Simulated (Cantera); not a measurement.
A perfectly stirred reactor is fed with 9.09 % H2, 90.9 % O2, at 0.0133 bar; it is held at 1073 K, and followed from long to short residence time.

Computed with Cantera and GRI-Mech 3.0 (53 species, 325 reactions). Radical loss at walls, strong at low pressure, is not modelled. The temperature is held fixed by assumption; the heat of reaction is taken as removed at once.

**Question.** Predict: x(H2) at τ = 3.70 s; x(O2) at τ = 3.70 s; x(OH) at τ = 3.70 s; x(H2O) at τ = 3.70 s; x(O) at τ = 3.70 s; x(H2) at τ = 34.0 ms; x(O2) at τ = 34.0 ms; x(OH) at τ = 34.0 ms; x(H2O) at τ = 34.0 ms; x(O) at τ = 34.0 ms.

**Answer.** 
- x(H2) at τ = 3.70 s = 0.000206
- x(O2) at τ = 3.70 s = 0.904
- x(OH) at τ = 3.70 s = 0.000525
- x(H2O) at τ = 3.70 s = 0.0947
- x(O) at τ = 3.70 s = 0.000860
- x(H2) at τ = 34.0 ms = 0.00323
- x(O2) at τ = 34.0 ms = 0.888
- x(OH) at τ = 34.0 ms = 0.00265
- x(H2O) at τ = 34.0 ms = 0.0864
- x(O) at τ = 34.0 ms = 0.0137
